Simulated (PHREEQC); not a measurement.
A made-up water analysis in mg/kgw, 20 °C, pH 5.9, pe 12.8:

| constituent | mg/kgw |
|---|---|
| Na | 0.0273 |
| K | 0.000953 |
| Ca | 0.0188 |
| Mg | 0.00296 |
| Cl | 0.00773 |
| S(6) as SO4 | 0.00582 |
| Alkalinity as HCO3 | 0.122 |
| Zn | 0.000154 |
| Cd | 0.00664 |
| Si as SiO2 | 0.00098 |
| B | 1.64e-05 |
| Cu(2) | 2.3e-05 |

Cl is adjusted to close the charge balance.
Valence states are taken as typed.

Equilibrium calculation in PHREEQC: ion-association model, phreeqc.dat.

```tsv
quantity	before	after
ionic strength (mol/kgw)	4.49e-6	7.72e-6
CO2 (mol/kgw)	9.85e-6	1.59e-5
HCO3- (mol/kgw)	3.26e-6	5.26e-6
CO3-2 (mol/kgw)	1.10e-10	1.78e-10
CaHCO3+ (mol/kgw)	1.77e-11	5.70e-11
SI of Quartz (SiO2)	-3.73	-3.43
```

Q: What was changed between the two runs?
A. Si from 0.00098 to 0.00196 mg/kgw
B. all concentrations times 2 at the same typed pH
C. pH from 5.9 to 6.2 at the same alkalinity

A: B, all concentrations times 2 at the same typed pH

This is a speciation only: nothing precipitates in the calculation.
